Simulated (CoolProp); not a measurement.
Vapour-liquid equilibrium of ethane (1) + n-pentane (2) at 0.166 MPa; x and y are mole fractions of (1).

The numbers come from the multi-fluid Helmholtz-energy mixture model, Bücker 2006 and Thol 2019; pair parameters Kunz 2012 in CoolProp.

| x | bubble temperature (°C) | y at the bubble point | dew temperature at overall composition x (°C) | liquid density (mol/L) |
|---|---|---|---|---|
| 0.05 | 10.6 | 0.766 | 49.6 | 8.992 |
| 0.15 | -30.3 | 0.972 | 46.0 | 9.993 |
| 0.25 | ___ | ___ | ___ | 10.73 |
| 0.35 | -56.3 | 0.996 | 37.7 | 11.44 |
| 0.45 | -62.5 | 0.998 | 32.9 | 12.16 |
| 0.55 | -66.9 | 0.999 | 27.3 | 12.94 |
| 0.65 | -70.3 | 0.999 | 20.6 | 13.78 |
| 0.75 | ___ | 1.000 | ___ | 14.72 |
| 0.85 | ___ | 1.000 | ___ | 15.79 |
| 0.95 | -77.8 | 1.000 | -20.8 | 17.00 |

Problem. What belongs in the gaps?

Solution. 
- 0.25, bubble temperature (°C): -47.0
- 0.25, y at the bubble point: 0.991
- 0.25, dew temperature at overall composition x (°C): 42.1
- 0.75, bubble temperature (°C): -73.1
- 0.75, dew temperature at overall composition x (°C): 12.2
- 0.85, bubble temperature (°C): -75.5
- 0.85, dew temperature at overall composition x (°C): 0.6

No azeotrope shows between x = 0.05 and 0.95.

The pair parameters rest on a limited set of measurements; away from them the model extrapolates. The gap from Raoult's law changes sign with composition, which may be real or a fault of the pair parameters; it wasn't checked against measurements.
